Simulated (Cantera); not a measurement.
Mixture: CH₄ : O₂ : N₂ = 1 : 1 : 3.76 (molar parts), at 4.64 atm, adiabatic and at constant pressure. Ignition delay is the time to a rise of 400 K.

Computed with Cantera and GRI-Mech 3.0 (53 species, 325 reactions).

What does this change do: N2 3.76 to 4.8 parts?


| quantity | before | after |
|---|---|---|
| delay at 1125 K | 43.1 ms | 53.4 ms |
| delay at 1325 K | 3.34 ms | 4.21 ms |
| delay at 1525 K | 0.380 ms | 0.474 ms |
| delay at 1725 K | 61.0 µs | 74.1 µs |
| apparent activation energy between 1625 and 1825 K | 200 kJ/mol | 200 kJ/mol |

What does this change do: pressure from 4.64 atm to 9.87 atm?


| quantity | before | after |
|---|---|---|
| delay at 1125 K | 43.1 ms | 18.1 ms |
| delay at 1325 K | 3.34 ms | 1.60 ms |
| delay at 1525 K | 0.380 ms | 0.203 ms |
| delay at 1725 K | 61.0 µs | 34.0 µs |
| apparent activation energy between 1625 and 1825 K | 200 kJ/mol | 200 kJ/mol |
